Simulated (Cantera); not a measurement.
An isothermal, constant-pressure homogeneous reactor starts with NH₃ : H₂ = 1 : 0.72 (molar parts), at 1850 K and 0.133 bar. Integrator tolerance rtol = 1e-08.

Detailed kinetics in Cantera: the gas-phase N/H chemistry of the illustrative SiF4/NH3 mechanism in the Surface Chemkin manual (1991). Walls and surfaces, which speed up NH3 decomposition in real reactors, are not modelled.

**Question.** What does this change do: temperature 1850 to 1475 K?

**Answer.** 
```tsv
quantity	before	after
x(NH₃) at 100 s	5.64e-5 (gas-phase equilibrium 1.10e-6)	0.413 (gas-phase equilibrium 2.78e-6)
x(H₂) at 100 s	0.815 (gas-phase equilibrium 0.815)	0.534 (gas-phase equilibrium 0.816)
x(N₂H₄) at 100 s	<1e-12 (gas-phase equilibrium <1e-12)	1.29e-8 (gas-phase equilibrium <1e-12)
x(NH₂) at 100 s	2.54e-7 (gas-phase equilibrium 4.96e-9)	2.45e-5 (gas-phase equilibrium 2.37e-10)
x(N₂H₂) at 100 s	1.50e-12 (gas-phase equilibrium <1e-12)	1.05e-7 (gas-phase equilibrium <1e-12)
```
